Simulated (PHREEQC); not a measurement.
A column of 0.5 m (40 cells, dispersivity 0.04 m, 3600 s a shift, diffusion coefficient 3e-10 m²/s) holds 0.24 eq of the database's cation exchanger X per kg of pore water, first in equilibrium with 0.019 mol LiCl, 0.00038 mol Na2SO4 and 1e-05 mol HCl per kg of water. It is flushed with 64 mmol/kgw KBr, 82 mmol/kgw (NH4)2SO4, 15 mmol/kgw KCl and 0.01 mmol/kgw HCl, at 25 °C. Values are for the last cell. No CO2 enters from the air. No solid was allowed to form.

The numbers come from PHREEQC with the ion-association model, phreeqc.dat.

```json
[
 {"pore volumes": "0", "NH4 in solution (mol/kgw)": "0", "K in solution (mol/kgw)": "0", "Br in solution (mol/kgw)": "0", "Li in solution (mol/kgw)": "0.0190", "Na in solution (mol/kgw)": "0.000760", "LiX on the exchanger (mol/kgw)": "0.229"},
 {"pore volumes": "0.6125", "NH4 in solution (mol/kgw)": "0", "K in solution (mol/kgw)": "0", "Br in solution (mol/kgw)": "0.00872", "Li in solution (mol/kgw)": "0.0482", "Na in solution (mol/kgw)": "0.00193", "LiX on the exchanger (mol/kgw)": "0.229"},
 {"pore volumes": "1.212", "NH4 in solution (mol/kgw)": "3.58e-5", "K in solution (mol/kgw)": "8.87e-7", "Br in solution (mol/kgw)": "0.0483", "Li in solution (mol/kgw)": "0.181", "Na in solution (mol/kgw)": "0.00768", "LiX on the exchanger (mol/kgw)": "0.228"},
 {"pore volumes": "1.812", "NH4 in solution (mol/kgw)": "0.0700", "K in solution (mol/kgw)": "0.0163", "Br in solution (mol/kgw)": "0.0615", "Li in solution (mol/kgw)": "0.140", "Na in solution (mol/kgw)": "0.00767", "LiX on the exchanger (mol/kgw)": "0.0612"},
 {"pore volumes": "2.413", "NH4 in solution (mol/kgw)": "0.155", "K in solution (mol/kgw)": "0.0607", "Br in solution (mol/kgw)": "0.0637", "Li in solution (mol/kgw)": "0.0242", "Na in solution (mol/kgw)": "0.00143", "LiX on the exchanger (mol/kgw)": "0.00547"},
 {"pore volumes": "3.163", "NH4 in solution (mol/kgw)": "0.165", "K in solution (mol/kgw)": "0.0748", "Br in solution (mol/kgw)": "0.0640", "Li in solution (mol/kgw)": "0.00271", "Na in solution (mol/kgw)": "0.000171", "LiX on the exchanger (mol/kgw)": "0.000557"},
 {"pore volumes": "3.763", "NH4 in solution (mol/kgw)": "0.165", "K in solution (mol/kgw)": "0.0775", "Br in solution (mol/kgw)": "0.0640", "Li in solution (mol/kgw)": "0.000487", "Na in solution (mol/kgw)": "3.26e-5", "LiX on the exchanger (mol/kgw)": "9.91e-5"},
 {"pore volumes": "4.362", "NH4 in solution (mol/kgw)": "0.164", "K in solution (mol/kgw)": "0.0785", "Br in solution (mol/kgw)": "0.0640", "Li in solution (mol/kgw)": "8.88e-5", "Na in solution (mol/kgw)": "6.30e-6", "LiX on the exchanger (mol/kgw)": "1.80e-5"},
 {"pore volumes": "4.963", "NH4 in solution (mol/kgw)": "0.164", "K in solution (mol/kgw)": "0.0788", "Br in solution (mol/kgw)": "0.0640", "Li in solution (mol/kgw)": "1.63e-5", "Na in solution (mol/kgw)": "1.23e-6", "LiX on the exchanger (mol/kgw)": "3.32e-6"}
]
```

Complexes and solids missing from the database can't appear.
